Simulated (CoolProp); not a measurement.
Model: reference Helmholtz-energy equation of state, Lemmon 2006, in CoolProp. It is a short technical equation, of lower accuracy than the large ones.

Question: Give the vapour pressure (bar), liquid density (kg/m³), enthalpy of vaporisation (kJ/kg), vapour Z of saturated C3F8 (R218) at 176.3, 271.7, 287.6 K.

Answer: 
```csv
T (K),p (bar),liquid density (kg/m³),enthalpy of vaporisation (kJ/kg),vapour Z
176.3,0.0212,1830,125,0.996
271.7,3.95,1460,90.5,0.866
287.6,6.46,1380,82.3,0.812
```
